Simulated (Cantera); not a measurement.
A closed system holds: 1 mol BF3, 0.5 mol O2, 1.1 mol H2, at 4.20 mbar.

Method: chemical equilibrium by Gibbs-energy minimisation in Cantera with the NASA 1993 tables (ideal gas, pure condensed phases). Candidate condensed phases: B, B2O3, B3O3H3, H2O; 43 gas species. The tables' values for BF2 are old estimates; treat these amounts as uncertain. Gases not in the tables: H3BO3. Equilibrium is a limit: real reactors are often held back by kinetics, nucleation or transport.

x: gas mole fraction; n: condensed amount in mol.

| T (K) | x HF | x BOF | x BF3 | x H2O | x H2 | x B3O3F3 | x HBO2 | n B2O3(l) |
|---|---|---|---|---|---|---|---|---|
| 1048 | 0.399 | 0.00341 | 0.278 | 0.243 | 0.0443 | 0.0313 | 0.000520 | 0.0756 |
| 1148 | 0.448 | 0.0212 | 0.246 | 0.208 | 0.0433 | 0.0308 | 0.00269 | 0.0817 |
| 1248 | 0.462 | [?] | [?] | [?] | 0.0407 | [?] | [?] | [?] |
| 1348 | 0.489 | [?] | [?] | [?] | 0.0369 | [?] | [?] | 0 |
| 1448 | 0.547 | 0.256 | 0.0811 | 0.0702 | 0.0349 | 0.000380 | 0.0109 | 0 |
| 1548 | 0.586 | 0.282 | 0.0491 | 0.0420 | 0.0338 | 2.78e-5 | 0.00706 | 0 |
| 1648 | 0.609 | 0.297 | 0.0303 | 0.0257 | 0.0331 | 2.55e-6 | 0.00457 | 0 |
| 1748 | 0.622 | 0.306 | 0.0194 | 0.0164 | 0.0325 | 2.94e-7 | 0.00304 | 0 |
| 1848 | 0.629 | 0.311 | 0.0128 | 0.0108 | 0.0318 | 4.20e-8 | 0.00208 | 0 |
| 1948 | 0.634 | 0.314 | 0.00878 | 0.00747 | 0.0308 | 7.24e-9 | 0.00148 | 0 |
| 2048 | 0.636 | 0.316 | 0.00618 | 0.00534 | 0.0292 | 1.48e-9 | 0.00108 | 0 |

**Question.** Complete the blanks.

**Answer.** 
- 1348, x BOF: 0.205
- 1348, x BF3: 0.132
- 1348, x H2O: 0.117
- 1348, x B3O3F3: 0.00557
- 1348, x HBO2: 0.0154
- 1248, x BOF: 0.0935
- 1248, x BF3: 0.196
- 1248, x H2O: 0.171
- 1248, x B3O3F3: 0.0264
- 1248, x HBO2: 0.0102
- 1248, n B2O3(l): 0.0351
